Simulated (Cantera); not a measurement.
A closed system holds: 1 mol SiCl4, 0.13 mol C3H8, 110 mol H2, held at 2300 K and 2.20 mbar.

Method: chemical equilibrium by Gibbs-energy minimisation in Cantera with the NASA 1993 tables (ideal gas, pure condensed phases). Candidate condensed phases: C, C6H6, C7H8, C8H18, Si, SiC; 109 gas species. The tables' values for SiCl are old estimates; treat these amounts as uncertain. The numbers say what is thermodynamically allowed, not how fast it happens.

Base state: H2 0.777, H 0.182, HCl 0.0272, Si 0.00731, Cl 0.00459, C2H2 (acetylene) 0.00117, SiC2 0.000351, SiH 0.000111 (mole fractions); condensed: gas only.

**Question.** What changes in the equilibrium state with this change: H2 from 110 to 1.5 mol?

**Answer.** 
```
species            before     after
----------------  -------  --------
HCl                0.0272     0.391
H2                  0.777     0.178
SiCl2             2.89e-5     0.142
SiCl              8.94e-5    0.0146
Cl                0.00459     0.138
Si                0.00731    0.0399
H                   0.182    0.0871
SiCl3             3.86e-9  0.000569
Cl2               1.15e-8   1.04e-5
Si2C              4.21e-5   0.00213
C2HCl             3.29e-7   1.36e-5
C(graphite), mol        0     0.319
```
The tables' values for SiCl, SiCl3 are old estimates; treat these amounts as uncertain.

**Question.** What changes in the equilibrium state with this change: temperature from 2300 K to 1273.15 K?

**Answer.** 
```tsv
species	before	after
H2	0.777	0.967
HCl	0.0272	0.0304
SiCl2	2.89e-5	0.00247
H	0.182	1.50e-5
Si	0.00731	8.24e-9
C2H2 (acetylene)	0.00117	<1e-9
SiC2	0.000351	<1e-9
Si2C	4.21e-5	<1e-9
Si(s), mol	0	0.324
SiC(s), mol	0	0.390
```
Mutual solubility and eutectic melting of coexisting phases are not modelled. The tables' values for SiCl3 are old estimates; treat these amounts as uncertain.
